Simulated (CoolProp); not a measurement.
A single-stage vapour-compression cycle with cyclopropane: evaporating at 288.15 K (dew point), condensing at 343.15 K (bubble point), superheat 5 K, subcooling 5 K, compressor efficiency 0.6, no pressure losses. Each further row changes one setting.

Model: reference Helmholtz-energy equation of state, Polt 1992, in CoolProp. This equation is an older, rougher fit; its heat capacities, sound speeds and derivatives of the liquid may be far off and weren't checked against measurements.

```tsv
case	cooling COP	pressure ratio	discharge temperature (K)	refrigerating effect (kJ/kg)	volumetric capacity (kJ/m³)
as stated	[?]	3.79	385.7	305	3210
evaporating temperature 293.15 K	[?]	3.28	[?]	[?]	[?]
condensing temperature 338.15 K	[?]	3.42	378.7	318	3350
subcooling 10 K	2.60	3.79	385.7	318	3350
superheat 15 K	[?]	3.79	395.7	320	3220
compressor efficiency 0.5	2.08	3.79	[?]	305	3210
```

Some entries are withheld; supply them.


- as stated, cooling COP: 2.49
- evaporating temperature 293.15 K, cooling COP: 2.84
- evaporating temperature 293.15 K, discharge temperature (K): 381.2
- evaporating temperature 293.15 K, refrigerating effect (kJ/kg): 309
- evaporating temperature 293.15 K, volumetric capacity (kJ/m³): 3730
- condensing temperature 338.15 K, cooling COP: 2.83
- superheat 15 K, cooling COP: 2.50
- compressor efficiency 0.5, discharge temperature (K): 397.3
